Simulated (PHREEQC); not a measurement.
Make-up at 20 °C: 0.0062 mol NH4BF4, 5.5e-05 mol NaBr and 0.00014 mol Ca(OH)2 per kg of water. Closed to the air; pH follows from the charge balance.

All values are PHREEQC results (ion-association model, wateq4f.dat), not measurements.

```csv
quantity,before,after
pH,3.02,10.60
ionic strength (mol/kgw),0.00770,0.000473
SI of Portlandite (Ca(OH)2),-21.16,-5.88
```

**Question.** What was changed between the two runs?
A) 0.00021 mol/kgw K2CO3 added
B) 9.2e-05 mol/kgw (NH4)2HPO4 added
C) Ca(OH)2 replaced by CaCl2 at the same molality
D) NH4BF4 left out
E) NH4BF4 from 0.0062 to 0.031 mol/kgw

**Answer.** D, NH4BF4 left out

No solid was allowed to form. Some of these states are supersaturated (in Fluorite, for instance). Real BF4- forms and hydrolyses slowly; the run takes it at equilibrium.
